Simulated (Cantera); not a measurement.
Charge: 1 mol PbO, 1.3 mol CO, 0.14 mol H2, at 17.0 Pa.

Equilibrium computed with Cantera from the NASA thermochemical tables; the gas is ideal and each condensed phase is pure. Candidate condensed phases: C, C6H6, C7H8, C8H18, H2O, Pb, PbO, PbO2, Pb3O4; 113 gas species. Kinetics and transport are ignored.

Problem. What share of the Pb ends up in condensed phases as a function of T (K), at 973, 998, 1023, 1048, 1073, 1098, 1123, 1148?

Solution. 
```
T (K)  Pb condensed (%)     as
-----  ----------------  -----
973                92.2  Pb(l)
998                85.6  Pb(l)
1023               73.2  Pb(l)
1048               48.6  Pb(l)
1073                0.0      -
1098                0.0      -
1123                0.0      -
1148                0.0      -
```
